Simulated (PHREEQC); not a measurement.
Consider water at 25 °C with 62 mmol/kgw NaCl, 0.067 mmol/kgw BaCl2 and 85.8 mmol/kgw KBr. Closed to the air; pH follows from the charge balance.

Model: ion-association model, phreeqc.dat, run in PHREEQC.

No solid was allowed to form.

Question: Predict the specific conductance, density.

Answer: specific conductance 16700 µS/cm; density 1.007 g/cm³.

Species that the database lacks are ignored.
